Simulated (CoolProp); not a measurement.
Vapour-liquid equilibrium of diethyl ether (1) + ethanol (2) at 11.2 bar; x and y are mole fractions of (1).

Computed with CoolProp (multi-fluid Helmholtz-energy mixture model, Thol 2014 and Schroeder 2014; pair parameters Bell 2016).

```csv
x,"bubble temperature, mixture model (K)","bubble temperature, Raoult's law (K)","y, mixture model","y, Raoult's law"
0.05,425.0,426.9,0.112,0.085
0.15,419.1,423.8,0.295,0.242
0.25,414.1,420.7,0.431,0.381
0.35,410.2,417.7,0.534,0.505
0.45,407.1,414.6,0.615,0.614
0.55,404.6,411.5,0.683,0.709
0.65,402.6,408.5,0.746,0.792
0.75,400.9,405.5,0.809,0.863
0.85,399.6,402.6,0.877,0.924
0.95,398.6,399.8,0.955,0.977
```

The largest gap from Raoult's law is -7.5 K in bubble temperature, at x = 0.45. No azeotrope shows between x = 0.05 and 0.95.

Pair parameters are fitted to limited data, so mixtures are less certain than the pure fluids.
